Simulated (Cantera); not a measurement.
Input: 1 mol FeS2, 2.5 mol H2, equilibrated at 2200 K and 0.100 bar.

These are equilibrium values from Cantera (NASA tables, ideal gas, pure condensed phases), not measurements of a reactor. Candidate condensed phases: Fe, FeS, FeS2, S; 8 gas species. FeS: taken at fixed stoichiometry. Equilibrium is a limit: real reactors are often held back by kinetics, nucleation or transport.

Base state: H2 0.746, S2 0.135, SH 0.0339, H2S 0.0312, Fe 0.0264, H 0.0154, S 0.0122 (mole fractions); condensed: FeS(l).

Question: What changes in the equilibrium state with this change: FeS2 replaced by TiO2?

Answer: 
```tsv
species	before	after
H2	0.746	0.884
H2O	0	0.0989
H	0.0154	0.0167
S2	0.135	0
SH	0.0339	0
H2S	0.0312	0
Fe	0.0264	0
S	0.0122	0
TiO2	0	2.57e-5
OH	0	0.000261
FeS(l), mol	0.918	0
Ti4O7(l), mol	0	0.250
```
Condensed phases not in the tables: Magnéli phases beyond Ti4O7. Further candidate phases: H2O, Ti, TiO, TiO2, Ti2O3, Ti3O5, Ti4O7.
